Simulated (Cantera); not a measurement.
An isothermal, constant-pressure homogeneous reactor starts with C₃H₈ : H₂ = 1 : 98 (molar parts), at 1075 K and 1.01 bar. Integrator tolerance rtol = 1e-08.

Model: GRI-Mech 3.0 (53 species, 325 reactions), integrated in Cantera. GRI-Mech 3.0 was tuned for natural gas; its chemistry of propane as a main component is partial and can be far from experiment. GRI-Mech 3.0 stops at C3 and has no aromatics, soot or wall deposition, so with more carbon than oxygen in the feed, carbon stays in small species such as C2H2 where larger ones or solid carbon would form.

What does this change do: pressure from 1.01 bar to 0.300 Torr?


```json
[
 {"quantity": "x(C₃H₈) at 70.0 s", "before": "4.27e-8 (gas-phase equilibrium 1.07e-11)", "after": "5.12e-9 (gas-phase equilibrium 1.59e-12)"},
 {"quantity": "x(H₂) at 70.0 s", "before": "0.971 (gas-phase equilibrium 0.970)", "after": "0.980 (gas-phase equilibrium 0.977)"},
 {"quantity": "x(CH₂) at 70.0 s", "before": "<1e-12 (gas-phase equilibrium <1e-12)", "after": "1.10e-12 (gas-phase equilibrium <1e-12)"},
 {"quantity": "x(CH₃) at 70.0 s", "before": "8.34e-8 (gas-phase equilibrium 8.16e-9)", "after": "7.36e-7 (gas-phase equilibrium 2.18e-7)"},
 {"quantity": "x(C₂H₂) at 70.0 s", "before": "4.60e-6 (gas-phase equilibrium 3.73e-9)", "after": "0.000891 (gas-phase equilibrium 0.00661)"}
]
```
Radical loss at walls, strong at low pressure, is not modelled.
